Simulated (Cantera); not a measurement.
Input: 1 mol Si2Cl6, 1.5 mol HCl, 240 mol N2, held at 1498.15 K and 0.133 bar.

Method: chemical equilibrium by Gibbs-energy minimisation in Cantera with the NASA 1993 tables (ideal gas, pure condensed phases). Candidate condensed phases: NH4Cl, Si, Si3N4; 28 gas species. The feed counts by its element totals alone. The tables' values for SiCl3 are old estimates; treat these amounts as uncertain. Rates play no part.

What is the equilibrium state?


```json
{
 "x(N2)": "0.986",
 "x(HCl)": "0.00597",
 "x(SiCl4)": "0.00329",
 "x(SiCl2)": "0.00312",
 "x(SiCl3)": "0.00179",
 "x(H2)": "9.16e-5",
 "x(Cl)": "2.37e-5",
 "x(SiHCl3)": "5.19e-6",
 "gas_amount": "243.5 mol",
 "log10 activity of Si(s) (absent)": "-2.60"
}
```
